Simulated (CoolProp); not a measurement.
A Linde-Hampson liquefier for methane: isothermal reversible compression at 290 K from 1 atm to 15 MPa, throttling to 1 atm, return gas leaving the recuperator 0 K below the feed. Each further row changes one setting.

Values from CoolProp's reference Helmholtz-energy equation of state, Setzmann 1991.

| case | liquid yield per pass | compression work (kJ/kg of gas) |
|---|---|---|
| as stated | 0.175 | 712 |
| high pressure 30 MPa | 0.256 | 798 |
| warm-end temperature 320 K | 0.129 | 801 |
| warm-end gap 5 K | 0.165 | 712 |
